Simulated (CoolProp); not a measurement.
Saturation properties of normal hydrogen.

The numbers come from the reference Helmholtz-energy equation of state, Leachman 2009 in CoolProp.

| T (°C) | p (MPa) | liquid cp (kJ/(kg K)) | surface tension (mN/m) |
|---|---|---|---|
| -250.25 | 0.1995 | [?] | [?] |
| -249.15 | 0.2581 | 12.32 | 1.29 |
| -247.95 | 0.3348 | [?] | 1.09 |
| -246.75 | 0.4262 | 15.04 | 0.896 |
| -245.65 | 0.5242 | [?] | 0.721 |
| -244.45 | 0.6481 | 19.84 | 0.535 |
| -243.25 | 0.7914 | 24.72 | [?] |
| -242.15 | 0.9416 | 33.76 | [?] |
| -240.95 | 1.129 | 68.28 | 0.0817 |

What belongs in the gaps?


- -250.25, liquid cp (kJ/(kg K)): 11.41
- -250.25, surface tension (mN/m): 1.48
- -247.95, liquid cp (kJ/(kg K)): 13.52
- -245.65, liquid cp (kJ/(kg K)): 16.90
- -243.25, surface tension (mN/m): 0.359
- -242.15, surface tension (mN/m): 0.212

It boils at -252.8 °C under 1 atm.

Surface tension comes from a separate correlation (Mulero 2012).
